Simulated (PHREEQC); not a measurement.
A made-up water analysis in mmol/kgw, 4.1 °C, pH 5.67, pe 8.1:

| constituent | mmol/kgw |
|---|---|
| Na | 0.234 |
| K | 0.032 |
| Ca | 0.256 |
| Mg | 0.0702 |
| Cl | 0.35 |
| S(6) | 0.102 |
| Alkalinity (meq/kgw) | 0.346 |
| Sr | 0.000101 |

Valence states are taken as typed.

Equilibrium calculation in PHREEQC: ion-association model, phreeqc.dat.

```
Property                       Result
--------------------  ---------------
ionic strength        0.00132 mol/kgw
charge-balance error            1.0 %
```

| species | molality | activity | log γ |
|---|---|---|---|
| CO2 | 0.00240 | 0.00240 | 0.000 |
| Cl- | 0.000350 | 0.000336 | -0.017 |
| HCO3- | 0.000347 | 0.000334 | -0.017 |
| Ca+2 | 0.000253 | 0.000216 | -0.068 |
| Na+ | 0.000234 | 0.000225 | -0.017 |
| SO4-2 | 9.85e-5 | 8.42e-5 | -0.068 |
| Mg+2 | 6.93e-5 | 5.94e-5 | -0.067 |
| K+ | 3.20e-5 | 3.07e-5 | -0.017 |
| CaSO4 | 2.74e-6 | 2.74e-6 | 0.000 |
| H+ | 2.22e-6 | 2.14e-6 | -0.016 |
| MgSO4 | 6.57e-7 | 6.57e-7 | 0.000 |
| CaHCO3+ | 5.79e-7 | 5.57e-7 | -0.017 |
| MgHCO3+ | 2.31e-7 | 2.22e-7 | -0.017 |
| Sr+2 | 9.97e-8 | 8.54e-8 | -0.067 |
| NaSO4- | 8.56e-8 | 8.23e-8 | -0.017 |

This is a speciation only: nothing precipitates in the calculation. Away from 25 °C the constants follow the database's enthalpies or fits; those with neither stay at their 25 °C values.
